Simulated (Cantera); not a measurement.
A closed system holds: 1 mol CuF₂, 12 mol H₂, held at 13.3 mbar.

Method: chemical equilibrium by Gibbs-energy minimisation in Cantera with the NASA 1993 tables (ideal gas, pure condensed phases). Candidate condensed phases: Cu, CuF₂; 15 gas species. Rates play no part.

Question: What share of the Cu ends up in condensed phases as a function of T (°C), at 327, 527, 727, 927, 1127, 1327, 1527, 1727, 1927?

Answer: 
```tsv
T (°C)	Cu condensed (%)	as
327	100.0	Cu(s)
527	100.0	Cu(s)
727	100.0	Cu(s)
927	100.0	Cu(s)
1127	99.9	Cu(l)
1327	96.0	Cu(l)
1527	44.1	Cu(l)
1727	0.0	-
1927	0.0	-
```
